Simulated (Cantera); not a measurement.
A closed system holds: 1 mol Fe₃O₄, 0.65 mol CO, a varied amount of H₂, at 1525 K and 0.160 bar.

These are equilibrium values from Cantera (NASA tables, ideal gas, pure condensed phases), not measurements of a reactor. Candidate condensed phases: C, C₆H₆, C₇H₈, C₈H₁₈, Fe, Fe(CO)₅, FeO, Fe(OH)₂, Fe(OH)₃, Fe₂O₃, Fe₃O₄, H₂O; 114 gas species. Mutual solubility and eutectic melting of coexisting phases are not modelled. The tables' stoichiometric FeO is somewhat more stable than real wüstite, so its field is too wide. FeO: taken at fixed stoichiometry. Rates play no part.

### Question
Which condensed phases are stable at each of these points (n(H₂) (mol)): 1.3, 1.8, 2.3, 2.8, 3.2, 3.7, 4.2, 4.6, 5.1, 5.6, 6.1, 6.5?

### Answer
```csv
n(H₂) (mol),condensed phases,Fe condensed (%)
1.3,FeO(s),100.0
1.8,FeO(s),100.0
2.3,FeO(s),100.0
2.8,FeO(s),100.0
3.2,Fe(γ) + FeO(s),100.0
3.7,Fe(γ) + FeO(s),100.0
4.2,Fe(γ) + FeO(s),100.0
4.6,Fe(γ) + FeO(s),100.0
5.1,Fe(γ) + FeO(s),100.0
5.6,Fe(γ) + FeO(s),100.0
6.1,Fe(γ) + FeO(s),100.0
6.5,Fe(γ) + FeO(s),100.0
```

From 1.3 mol H₂ to 2.8 mol H₂ the condensed part is FeO(s). From 3.2 mol H₂ to 6.5 mol H₂ the condensed part is Fe(γ) + FeO(s).
